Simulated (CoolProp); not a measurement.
R410A along the isobar 45 bar: Z from the reference equation and from simpler models built on Tc = 71.3 °C, pc = 49.01 bar, ω = 0.296; each cubic takes its own stable root.

Values from CoolProp's reference Helmholtz-energy equation of state, Lemmon 2003. It is a pseudo-pure fit of the blend.

```tsv
T (°C)	phase	reference
41.15	liquid	0.1251
48.25	liquid	0.1282
76.35	gas	0.5584
83.35	gas	0.6148
90.35	gas	0.6569
97.45	gas	0.6913
104.45	gas	0.7195
111.45	gas	0.7437
118.55	gas	0.7651
125.55	gas	0.7836
132.55	gas	0.8001
139.55	gas	0.8148
146.65	gas	0.8283
```

**Question.** How far does each simpler model (Redlich-Kwong, Soave-Redlich-Kwong, Peng-Robinson) lie from the reference over these 13 states: mean and median of the absolute difference, and the worst?

**Answer.** 
- Redlich-Kwong: mean 6.2 %, median 1.4 %, worst +33.6 % at 48.25 °C and 45 bar
- Soave-Redlich-Kwong: mean 6.8 %, median 3.1 %, worst +27.2 % at 48.25 °C and 45 bar
- Peng-Robinson: mean 2.3 %, median 0.7 %, worst +12.9 % at 48.25 °C and 45 bar
